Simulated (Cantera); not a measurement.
A Cantera script and what it prints.

```python
import numpy as np
import cantera as ct

gas_names = """
    H HO2 H2 H2O H2O2 Hg O OH O2 O3
""".split()
cond_names = """
    H2O(s) H2O(L) Hg(cr) Hg(L) HgO(s)
""".split()


# ... load() reads the species with a 1 bar reference pressure and builds the phases ...
atoms = {
    'HgO': {'Hg': 1, 'O': 1},
    'H2': {'H': 2},
}
top_T = {}  # K; cautious upper limits of use, not melting points


# ... equilibrate(T, P, feed) seeds the gas with the atoms and calls Mixture.equilibrate('TP', solver="vcs", rtol=1e-11, max_steps=5000) ...
results = []
feed = {'HgO': 1, 'H2': 0.063}  # mol
P = 1000  # Pa
for T in [525, 575, 625, 675, 725, 775, 825, 875, 925]:
    mix = equilibrate(T, P, feed)
    results.append((T, P, feed, dict(zip(mix.species_names, mix.species_moles))))
    x = sorted(zip(gas.X, gas.species_names), reverse=True)
    print(f"T = {T:g} K  P = {P:g} Pa  gas = {mix.phase_moles(0):.4g} mol")
    print("   x: " + "  ".join(f"{s} {v:.3e}" for v, s in x if v > 1e-06))
    print("   condensed (mol): " + ("  ".join(f"{mix.phase(i).name} {mix.phase_moles(i):.4g}"
          for i in range(1, mix.n_phases) if mix.phase_moles(i) > 1e-12) or "none"))
```

Output:

```
T = 525 K  P = 1000 Pa  gas = 0.1285 mol
   x: Hg 5.033e-01  H2O 4.902e-01  O2 6.519e-03
   condensed (mol): HgO(s) 0.9353
T = 575 K  P = 1000 Pa  gas = 1.532 mol
   x: Hg 6.530e-01  O2 3.059e-01  H2O 4.114e-02
   condensed (mol): none
T = 625 K  P = 1000 Pa  gas = 1.532 mol
   x: Hg 6.530e-01  O2 3.059e-01  H2O 4.114e-02
   condensed (mol): none
T = 675 K  P = 1000 Pa  gas = 1.532 mol
   x: Hg 6.530e-01  O2 3.059e-01  H2O 4.114e-02
   condensed (mol): none
T = 725 K  P = 1000 Pa  gas = 1.532 mol
   x: Hg 6.530e-01  O2 3.059e-01  H2O 4.114e-02
   condensed (mol): none
T = 775 K  P = 1000 Pa  gas = 1.532 mol
   x: Hg 6.530e-01  O2 3.059e-01  H2O 4.114e-02
   condensed (mol): none
T = 825 K  P = 1000 Pa  gas = 1.532 mol
   x: Hg 6.530e-01  O2 3.059e-01  H2O 4.114e-02
   condensed (mol): none
T = 875 K  P = 1000 Pa  gas = 1.532 mol
   x: Hg 6.530e-01  O2 3.059e-01  H2O 4.114e-02
   condensed (mol): none
T = 925 K  P = 1000 Pa  gas = 1.532 mol
   x: Hg 6.530e-01  O2 3.059e-01  H2O 4.114e-02
   condensed (mol): none
```

Equilibrium computed with Cantera from the NASA thermochemical tables; the gas is ideal and each condensed phase is pure.
